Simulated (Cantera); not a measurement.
A perfectly stirred reactor is fed with 4.35 % NH3, 95.7 % N2, at 0.987 atm; it is held at 1650 K, and followed from long to short residence time.

Model: the gas-phase N/H chemistry of the illustrative SiF4/NH3 mechanism in the Surface Chemkin manual (1991), integrated in Cantera. Walls and surfaces, which speed up NH3 decomposition in real reactors, are not modelled.

Task: Predict: x(NH3) at τ = 18.0 s; x(N) at τ = 18.0 s; x(N2H4) at τ = 18.0 s; x(NH2) at τ = 18.0 s; x(N2) at τ = 18.0 s; x(NH3) at τ = 0.180 s; x(N) at τ = 0.180 s; x(N2H4) at τ = 0.180 s; x(NH2) at τ = 0.180 s; x(N2) at τ = 0.180 s.

Result: 
```
Property                  Value
----------------------  -------
x(NH3) at τ = 18.0 s     0.0111
x(N) at τ = 18.0 s      1.90e-8
x(N2H4) at τ = 18.0 s   1.05e-9
x(NH2) at τ = 18.0 s    8.37e-6
x(N2) at τ = 18.0 s       0.942
x(NH3) at τ = 0.180 s    0.0408
x(N) at τ = 0.180 s     1.19e-8
x(N2H4) at τ = 0.180 s  1.37e-8
x(NH2) at τ = 0.180 s   3.02e-5
x(N2) at τ = 0.180 s      0.955
```
